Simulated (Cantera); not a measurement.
# Stirred combustor or abatement burner

A perfectly stirred reactor is fed with 17.2 % H2, 12.1 % O2, 70.6 % N2, equivalence ratio 0.71, at 4.93 atm; it is adiabatic with a 600 K inlet, and is followed from long to short residence time, starting on the burning branch (τ in s: 0.021, 0.0072, 0.0024, 0.00082, 0.00028, 9.4e-05, 3.2e-05, 1.1e-05, 3.6e-06).

Computed with Cantera and the H2/O2 subset of GRI-Mech 3.0, which has no nitrogen chemistry. The hydrogen kinetics of GRI-Mech 3.0 are dated; newer H2 mechanisms differ, most at raised pressure.

| τ (s) | T (K) | x H2 | x O2 | x OH | x H | x HO2 | x O | x H2O2 |
|---|---|---|---|---|---|---|---|---|
| 0.021 | 1889 | 0.000212 | 0.0382 | 0.00115 | 1.39e-5 | 2.33e-6 | 6.81e-5 | 2.03e-7 |
| 0.0072 | 1885 | 0.000407 | 0.0382 | 0.00153 | 3.51e-5 | 4.10e-6 | 0.000124 | 3.03e-7 |
| 0.0024 | 1879 | 0.000815 | 0.0382 | 0.00211 | 9.73e-5 | 7.84e-6 | 0.000244 | 4.68e-7 |
| 0.00082 | 1867 | 0.00161 | 0.0383 | 0.00289 | 0.000269 | 1.48e-5 | 0.000482 | 7.09e-7 |
| 0.00028 | 1845 | 0.00313 | 0.0386 | 0.00389 | 0.000734 | 2.69e-5 | 0.000944 | 1.05e-6 |
| 9.4e-5 | 1805 | 0.00598 | 0.0395 | 0.00501 | 0.00194 | 4.61e-5 | 0.00179 | 1.59e-6 |
| 3.2e-5 | 1734 | 0.0110 | 0.0416 | 0.00589 | 0.00461 | 7.33e-5 | 0.00308 | 2.55e-6 |
| 1.1e-5 | 1615 | 0.0207 | 0.0466 | 0.00584 | 0.00920 | 0.000113 | 0.00436 | 4.82e-6 |
| 3.6e-6 | 600 | 0.172 | 0.121 | <1e-12 | <1e-12 | <1e-12 | <1e-12 | <1e-12 |
x: mole fraction; the columns are a selection and need not sum to one.
